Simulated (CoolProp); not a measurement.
Properties of decamethyltetrasiloxane (MD2M) along the isotherm 326.85 °C.

Values from CoolProp's reference Helmholtz-energy equation of state, Thol 2017.

| p (MPa) | phase | Z | cv (kJ/(kg K)) | isothermal compressibility (1/MPa) | expansivity (1/kK) |
|---|---|---|---|---|---|
| 0.715 | gas | 0.7564 | 2.030 | 1.998 | 4.760 |
| 1.43 | supercritical | 0.2074 | 2.093 | 0.2774 | 11.72 |
| 2.15 | supercritical | 0.2812 | 2.072 | 0.08577 | 5.106 |
| 2.86 | supercritical | 0.3568 | 2.063 | 0.05303 | 3.737 |
| 3.58 | supercritical | 0.4324 | 2.059 | 0.03880 | 3.078 |
| 4.29 | supercritical | 0.5056 | 2.055 | 0.03090 | 2.683 |
| 5.01 | supercritical | 0.5786 | 2.053 | 0.02572 | 2.408 |
| 5.72 | supercritical | 0.6495 | 2.051 | 0.02214 | 2.207 |
| 6.44 | supercritical | 0.7204 | 2.050 | 0.01943 | 2.048 |
| 7.15 | supercritical | 0.7895 | 2.049 | 0.01736 | 1.921 |
| 7.87 | supercritical | 0.8587 | 2.048 | 0.01569 | 1.815 |
| 8.58 | supercritical | 0.9263 | 2.048 | 0.01433 | 1.726 |
| 9.3 | supercritical | 0.9941 | 2.047 | 0.01319 | 1.648 |
| 10 | supercritical | 1.059 | 2.047 | 0.01224 | 1.582 |
| 10.7 | supercritical | 1.124 | 2.047 | 0.01143 | 1.523 |
| 11.4 | supercritical | 1.189 | 2.046 | 0.01072 | 1.471 |
